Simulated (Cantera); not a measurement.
A Cantera script and what it prints.

```python
import numpy as np
import cantera as ct

gas_names = [...]  # 136 gases of nasa_gas.yaml made of C, H, N, O
cond_names = """
    C(gr) C6H6(L) C7H8(L) C8H18(L),n-octa H2O(s) H2O(L)
""".split()


# ... load() reads the species with a 1 bar reference pressure and builds the phases ...
atoms = {
    'toluene': {'C': 7, 'H': 8},
    'NH3': {'N': 1, 'H': 3},
    'H2': {'H': 2},
    'O2': {'O': 2},
}
top_T = {'C(gr)': 4500}  # K; cautious upper limits of use, not melting points


# ... equilibrate(T, P, feed) seeds the gas with the atoms and calls Mixture.equilibrate('TP', solver="vcs", rtol=1e-11, max_steps=5000) ...
results = []
feed = {'toluene': 1, 'NH3': 0.054, 'H2': 2.4, 'O2': 0.45}  # mol
P = 1333.22  # Pa
for T in [1048, 1248, 1448, 1648, 1848, 2048, 2248]:
    mix = equilibrate(T, P, feed)
    results.append((T, P, feed, dict(zip(mix.species_names, mix.species_moles))))

top = {s: max(r[3][s] / sum(r[3][g] for g in gas_names) for r in results) for s in gas_names}
cols = sorted((s for s in top if top[s] > 1e-06), key=lambda s: -top[s])[:5]
seen = [c for c in cond_names if any(r[3].get(c, 0) > 1e-12 for r in results)]
print("log10 of partial pressures in bar; condensed amounts in mol")
print(f"{'T/K':>10s}" + "".join(f"{s[:9]:>10s}" for s in cols + seen))
for T, P, feed, n in results:
    ng = sum(n[g] for g in gas_names)
    print(f"{T:10.4g}" + "".join(f"{np.log10(max(n[s] / ng * P / 1e5, 1e-99)):10.3f}" for s in cols)
          + "".join(f"{n.get(c, 0):10.4g}" for c in seen))
```

It prints:

```
log10 of partial pressures in bar; condensed amounts in mol
       T/K        H2        CO         H        N2 C2H2,acet     C(gr)
      1048    -1.933    -2.791    -9.079    -4.313   -10.338     6.098
      1248    -1.933    -2.791    -7.297    -4.314    -8.547     6.099
      1448    -1.933    -2.791    -6.002    -4.316    -7.256     6.099
      1648    -1.934    -2.791    -5.017    -4.323    -6.283     6.098
      1848    -1.935    -2.791    -4.243    -4.341    -5.525     6.093
      2048    -1.942    -2.794    -3.621    -4.380    -4.922     6.079
      2248    -1.963    -2.803    -3.115    -4.452    -4.443     6.045
```

Equilibrium computed with Cantera from the NASA thermochemical tables; the gas is ideal and each condensed phase is pure.
